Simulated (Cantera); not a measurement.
Feed: 1 mol B2O3, 2 mol F2, equilibrated at 0.0190 bar.

Method: chemical equilibrium by Gibbs-energy minimisation in Cantera with the NASA 1993 tables (ideal gas, pure condensed phases). Candidate condensed phases: B, B2O3; 21 gas species. Rates play no part.

Which condensed phases are stable at each of these points (T (K)): 1348, 1398, 1448, 1498, 1548, 1598, 1648, 1698, 1748?


| T (K) | condensed phases | B condensed (%) |
|---|---|---|
| 1348 | B2O3(l) | 4.3 |
| 1398 | gas only | 0.0 |
| 1448 | gas only | 0.0 |
| 1498 | gas only | 0.0 |
| 1548 | gas only | 0.0 |
| 1598 | gas only | 0.0 |
| 1648 | gas only | 0.0 |
| 1698 | gas only | 0.0 |
| 1748 | gas only | 0.0 |

At 1348 K the condensed part is B2O3(l). From 1398 K to 1748 K nothing is condensed.
